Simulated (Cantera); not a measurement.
## borazine + H2O + H2 (boron, boron nitride and boron oxide)

Feed: 1 mol borazine, 1.1 mol H2O, 0.39 mol H2, equilibrated at 0.00133 bar.

These are equilibrium values from Cantera (NASA tables, ideal gas, pure condensed phases), not measurements of a reactor. Candidate condensed phases: B, BN, B2O3, B3O3H3, H2O; 39 gas species. The feed counts by its element totals alone. Mutual solubility and eutectic melting of coexisting phases are not modelled. The tables' values for BH2 are old estimates; treat these amounts as uncertain. Equilibrium is a limit: real reactors are often held back by kinetics, nucleation or transport.

```
T (°C)   x H2    x N2       x H      x BO     x HBO    x B2O2    x B2O3  n BN(s)  n B2O3(l)  n B(s)
------  -----  ------  --------  --------  --------  --------  --------  -------  ---------  ------
602     0.924  0.0754   1.32e-9    <1e-12   1.05e-9    <1e-12  2.59e-12     2.27      0.366       0
752     0.924  0.0754   1.15e-7  3.16e-12   3.88e-7  8.20e-12   8.07e-9     2.27      0.366       0
902     0.924  0.0753   3.23e-6   4.93e-9   3.06e-5   2.35e-8   2.99e-6     2.27      0.365       0
1052    0.921  0.0751   4.30e-5   1.41e-6  0.000875   1.06e-5  0.000275     2.27      0.356       0
1202    0.892  0.0746  0.000335  0.000124    0.0122   0.00134   0.00967     2.26      0.261       0
1352    0.800  0.0825   0.00173   0.00257    0.0542    0.0200    0.0293     2.11          0       0
1502    0.755  0.0939   0.00689    0.0140    0.0840    0.0372   0.00664     1.95          0       0
1652    0.724  0.0951    0.0223    0.0410    0.0854    0.0308  0.000623     1.90          0       0
1802    0.585   0.214    0.0558    0.0728    0.0564    0.0133   4.91e-5        0          0    1.89
1952    0.522   0.202     0.128     0.102    0.0348   0.00466   5.79e-6        0          0    1.85
```
x: gas mole fraction; n: condensed amount in mol.

From 602 °C to 1202 °C the condensed part is BN(s) + B2O3(l). From 1352 °C to 1652 °C the condensed part is BN(s). From 1802 °C to 1952 °C the condensed part is B(s). The main B-bearing gas is HBO2 at 602 °C and BO at 1952 °C.
